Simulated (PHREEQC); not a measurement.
Make-up at 85 °C: 49 mmol/kgw Cu(NO3)2, 0.81 mmol/kgw H2SO4 and 1.4 mmol/kgw Na2SO4. Closed to the air; pH follows from the charge balance.

Model: ion-association model, phreeqc.dat, run in PHREEQC.

```yaml
pH: 2.94
ionic_strength: 0.149 mol/kgw
specific_conductance: 25100 µS/cm
density: 0.976 g/cm³
total_alkalinity: -1.62 meq/kg
```

```json
[
 {"species": "NO3-", "molality": "0.0980", "activity": "0.0678", "log γ": "-0.160"},
 {"species": "Cu+2", "molality": "0.0479", "activity": "0.0152", "log γ": "-0.500"},
 {"species": "Na+", "molality": "0.00280", "activity": "0.00206", "log γ": "-0.133"},
 {"species": "H+", "molality": "0.00144", "activity": "0.00114", "log γ": "-0.102"},
 {"species": "CuSO4", "molality": "0.00110", "activity": "0.00114", "log γ": "0.015"},
 {"species": "SO4-2", "molality": "0.000916", "activity": "0.000261", "log γ": "-0.545"},
 {"species": "HSO4-", "molality": "0.000187", "activity": "0.000137", "log γ": "-0.135"},
 {"species": "NaSO4-", "molality": "4.99e-6", "activity": "3.69e-6", "log γ": "-0.131"}
]
```

No solid was allowed to form. Species that the database lacks are ignored. Away from 25 °C the constants follow the database's enthalpies or fits; those with neither stay at their 25 °C values.
